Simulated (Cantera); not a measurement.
A closed system holds: 1 mol SiF4, 16 mol NO, 53 mol N2, equilibrated at 2023 K and 1.33 mbar.

Equilibrium computed with Cantera from the NASA thermochemical tables; the gas is ideal and each condensed phase is pure. Candidate condensed phases: Si, SiO2, Si2N2O, Si3N4; 28 gas species. The tables' values for SiF3, SiO2 are old estimates; treat these amounts as uncertain. Kinetics and transport are ignored.

Base state: N2 0.864, O2 0.107, SiF4 0.0136, O 0.00714, NO 0.00609, F 0.00155, SiF3 0.000309, SiO 0.000273 (mole fractions); condensed: gas only.

### Question
What changes in the equilibrium state with this change: 0.43 mol H2O added?

### Answer
| species | before | after |
|---|---|---|
| N2 | 0.864 | 0.854 |
| O2 | 0.107 | 0.107 |
| HF | 0 | 0.0120 |
| SiF4 | 0.0136 | 0.0105 |
| OH | 0 | 6.17e-5 |
| H | 0 | 1.70e-5 |
| SiO | 0.000273 | 0.00221 |
| SiO2 | 3.51e-5 | 0.000284 |
| F | 0.00155 | 0.000860 |
| SiO2(l), mol | 0 | 0.0433 |
The tables hold silica as quartz up to 1696 K and as liquid above; real silica turns to tridymite and cristobalite and melts near 1996 K. Further candidate phases: H2O.
